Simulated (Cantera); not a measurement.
A closed system holds: 1 mol CH3OH, 2.1 mol H2O, 1.8 mol N2, equilibrated at 2152 °C and 64.0 Pa.

Method: chemical equilibrium by Gibbs-energy minimisation in Cantera with the NASA 1993 tables (ideal gas, pure condensed phases). Kinetics and transport are ignored.

```csv
species,before,after
H2,0.176,0.328
H2O,0.118,0.266
N2,0.201,0.261
H,0.297,0.000150
O,0.0426,1.09e-9
O2,0.0119,<1e-9
OH,0.0379,2.65e-6
CO2,0.0114,0.0382
CO,0.101,0.107
NO,0.00241,2.12e-8
```
Gas species are given as mole fractions.

Q: What was changed between the two runs?
A) temperature from 2152 °C to 2727 °C
B) CH3OH replaced by C6H6
C) temperature from 2152 °C to 1150 °C
D) N2 from 1.8 to 32 mol

A: C, temperature from 2152 °C to 1150 °C
